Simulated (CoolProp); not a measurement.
A simple Rankine cycle with dimethyl carbonate: condensing at 330.15 K, boiler at 0.468 MPa, turbine inlet 425.2 K, turbine efficiency 0.65, pump efficiency 0.6, no recuperator. Each further row changes one setting.

Computed with CoolProp (reference Helmholtz-energy equation of state, Zhou 2011).

| case | thermal efficiency (%) | net work (kJ/kg) | heat in (kJ/kg) | turbine exit temperature (K) | volume ratio over the turbine |
|---|---|---|---|---|---|
| as stated | 11.6 | 60.1 | 519 | … | 14.5 |
| turbine inlet 445.2 K | … | … | 551 | 396.2 | … |
| condensing temperature 322.15 K | … | 67.0 | … | 371.0 | 19.9 |
| boiler pressure 0.328 MPa | 10.3 | … | 523 | 383.4 | 10.0 |
| turbine efficiency 0.55 | 9.8 | 50.8 | 519 | 382.8 | 14.7 |

Task: Fill in the missing entries.

Result: 
- as stated, turbine exit temperature (K): 376.1
- turbine inlet 445.2 K, thermal efficiency (%): 11.5
- turbine inlet 445.2 K, net work (kJ/kg): 63.6
- turbine inlet 445.2 K, volume ratio over the turbine: 14.4
- condensing temperature 322.15 K, thermal efficiency (%): 12.5
- condensing temperature 322.15 K, heat in (kJ/kg): 534
- boiler pressure 0.328 MPa, net work (kJ/kg): 53.7
